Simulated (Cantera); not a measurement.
Input: 1 mol AlN, 7.3 mol Cl2, at 752 °C and 13.3 mbar.

Cantera equilibrium calculation (NASA polynomials, part measured and part estimated; ideal gas, pure solids and liquids). The numbers say what is thermodynamically allowed, not how fast it happens.

```csv
species,before,after
Cl2,0.791,0.792
AlCl3,0.137,0.137
N2,0.0683,0.0684
Cl,0.00431,0.00262
Al2Cl6,1.77e-5,4.78e-5
```
Gas species are given as mole fractions.

### Question
Which change was made?
(A) pressure from 13.3 mbar to 36.0 mbar
(B) temperature from 752 °C to 1202 °C
(C) temperature from 752 °C to 1527 °C
(D) temperature from 752 °C to 1077 °C

### Answer
A, pressure from 13.3 mbar to 36.0 mbar
